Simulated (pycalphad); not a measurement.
An equivalent pycalphad script:

```python
from pycalphad import Database, equilibrium, calculate, variables as v
import numpy as np
db = Database('COST507.tdb')
comps = ['SN', 'SI', 'VA']
phases = ['BCT_A5', 'DIAMOND_A4', 'LIQUID']
eq = equilibrium(db, comps, phases, {v.X('SI'): 0.0306, v.T: np.arange(1400, 499, -50), v.P: 101325, v.N: 1}, output=['HM', 'SM'])
```

Source of the numbers: pycalphad with the COST 507 light-alloy database (1999); pressure 1 atm. The data set is of 1999 and partly superseded. Phase fractions are per mole of atoms.

Results at three of the temperatures:

```
T = 1350.00 K, P = 101325 Pa, N = 1 mol of atoms
G = -107725 J/mol, H = 39126 J/mol, S = 108.78 J/(mol K)  (SER reference)
chemical potentials (J/mol): Sn -109451, Si -53030
phase             fraction      x(Sn)      x(Si)
LIQUID              1.0000     0.9694     0.0306
```

```
T = 800.00 K, P = 101325 Pa, N = 1 mol of atoms
G = -52316 J/mol, H = 21204 J/mol, S = 91.90 J/(mol K)  (SER reference)
chemical potentials (J/mol): Sn -53290, Si -21475
phase             fraction      x(Sn)      x(Si)
LIQUID              0.9697     0.9997   0.000333
DIAMOND_A4          0.0303   4.22e-07     1.0000
```

```
T = 600.00 K, P = 101325 Pa, N = 1 mol of atoms
G = -34719 J/mol, H = 15494 J/mol, S = 83.69 J/(mol K)  (SER reference)
chemical potentials (J/mol): Sn -35377, Si -13847
phase             fraction      x(Sn)      x(Si)
LIQUID              0.9694     1.0000   6.86e-06
DIAMOND_A4          0.0306   2.99e-07     1.0000
```

Changes of the phase set, refined by bisection:

```tsv
T (°C)	phases above	phases below
998.8	LIQUID	DIAMOND_A4 + LIQUID
231.9	DIAMOND_A4 + LIQUID	BCT_A5 + DIAMOND_A4
```

DIAMOND_A4 is diamond (Si); BCT_A5 is bct (Sn).
